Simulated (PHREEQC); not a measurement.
30 mol of Gypsum (CaSO4:2H2O) is brought to equilibrium with 1 kg of water, at 25 °C and several pressures. No CO2 enters from the air. The run lets Gypsum precipitate or redissolve, and no other solid.

Base run: PHREEQC, Pitzer model, pitzer.dat. Each further column changes one thing. The table gives dissolved Ca (mol/kgw).

| P (atm) | base | temperature from 25 to 50 °C |
|---|---|---|
| 1 | 0.0151 | [?] |
| 50 | 0.0160 | [?] |
| 200 | 0.0187 | [?] |
| 300 | 0.0206 | 0.0207 |
| 400 | 0.0224 | 0.0227 |
| 500 | 0.0242 | [?] |
| 800 | 0.0292 | [?] |
| 1000 | 0.0322 | [?] |

Fill in the missing entries.


- 1, temperature from 25 to 50 °C: 0.0153
- 50, temperature from 25 to 50 °C: 0.0162
- 200, temperature from 25 to 50 °C: 0.0188
- 500, temperature from 25 to 50 °C: 0.0248
- 800, temperature from 25 to 50 °C: 0.0315
- 1000, temperature from 25 to 50 °C: 0.0364

 At this temperature some constants are extrapolated from 25 °C, and those without enthalpy data are left unchanged.
